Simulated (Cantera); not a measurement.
An isothermal, constant-pressure homogeneous reactor starts with 3.66 % H₂, 96.3 % O₂, equivalence ratio 0.019, at 1000 K and 0.00250 bar.

Detailed kinetics in Cantera: GRI-Mech 3.0 (53 species, 325 reactions). Radical loss at walls, strong at low pressure, is not modelled. The temperature is held fixed by assumption; the heat of reaction is taken as removed at once.

One state of this run: x H₂ = 0.0316; x O₂ = 0.960; x H₂O = 0.00376; x H₂O₂ = 1.09e-8; x OH = 0.000991. x: mole fraction; the columns are a selection and need not sum to one.

### Question
Which value of t (s) does it belong to?
A. 0.241
B. 0.611
C. 3.94
D. 0.0374

### Answer
D, 0.0374
